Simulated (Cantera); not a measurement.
Charge: 1 mol CH₃Cl, 2.2 mol H₂, at 1.30 Pa.

Equilibrium computed with Cantera from the NASA thermochemical tables; the gas is ideal and each condensed phase is pure. Candidate condensed phases: C, C₆H₆, C₇H₈, C₈H₁₈; 91 gas species. Kinetics and transport are ignored.

**Question.** At 1952 °C, list the 4 most abundant gas species with their mole fractions, and the condensed phases.

**Answer.** H 0.704, H₂ 0.154, Cl 0.109, HCl 0.0326. Condensed: C(graphite).
